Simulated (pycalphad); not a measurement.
An equivalent pycalphad script:

```python
from pycalphad import Database, equilibrium, calculate, variables as v
import numpy as np
db = Database('COST507.tdb')
comps = ['AL', 'CU', 'SI', 'VA']
phases = ['ALCU_DELTA', 'ALCU_EPSILON', 'ALCU_ETA', 'ALCU_PRIME', 'ALCU_THETA', 'ALCU_ZETA', 'BCC_A2', 'CU19SI6_ETA', 'CU33SI7_DELTA', 'CU4SI_EPSILON', 'CU56SI11_GAMMA', 'DIAMOND_A4', 'FCC_A1', 'GAMMA_D83', 'GAMMA_H', 'HCP_A3', 'LIQUID']
eq = equilibrium(db, comps, phases, {v.X('CU'): 0.0076, v.X('SI'): 0.0048, v.T: np.arange(1850, 499, -40), v.P: 101325, v.N: 1}, output=['HM', 'SM'])
```

All values are pycalphad results on the COST 507 light-alloy database (1999) (1 atm), not direct measurements. These are 1990s assessments: newer ones move some temperatures and phases. The system is extrapolated from its subsystems; higher-order compounds may be missing. Amounts are mole fractions of atoms.

Results at three of the temperatures:

```
T = 1130.00 K, P = 101325 Pa, N = 1 mol of atoms
G = -53393 J/mol, H = 34936 J/mol, S = 78.17 J/(mol K)  (SER reference)
chemical potentials (J/mol): Al -52621, Cu -135276, Si -82572
phase             fraction      x(Al)      x(Cu)      x(Si)
LIQUID              1.0000     0.9876     0.0076     0.0048
```

```
T = 970.00 K, P = 101325 Pa, N = 1 mol of atoms
G = -41263 J/mol, H = 29875 J/mol, S = 73.34 J/(mol K)  (SER reference)
chemical potentials (J/mol): Al -40581, Cu -116186, Si -62929
phase             fraction      x(Al)      x(Cu)      x(Si)
LIQUID              1.0000     0.9876     0.0076     0.0048
```

```
T = 610.00 K, P = 101325 Pa, N = 1 mol of atoms
G = -20800 J/mol, H = 8022 J/mol, S = 47.25 J/(mol K)  (SER reference)
chemical potentials (J/mol): Al -20479, Cu -66674, Si -14194
phase             fraction      x(Al)      x(Cu)      x(Si)
FCC_A1              0.9829     0.9957     0.0033     0.0011
ALCU_THETA          0.0133     0.6698     0.3302       none
DIAMOND_A4          0.0037   1.65e-09       none     1.0000
```

Changes of the phase set, refined by bisection:

```tsv
T (K)	phases above	phases below
925.9	liquid	fcc + liquid
862.1	fcc + liquid	fcc
721.2	fcc	diamond (Si) + fcc
686.6	diamond (Si) + fcc	ALCU_THETA + diamond (Si) + fcc
```

Database names, with the compositions (at.%) that they take in these runs: ALCU_THETA: Al 67 Cu 33. FCC_A1 is fcc; DIAMOND_A4 is diamond (Si). An entry "none" or "no" means that the model of the phase leaves that element out.
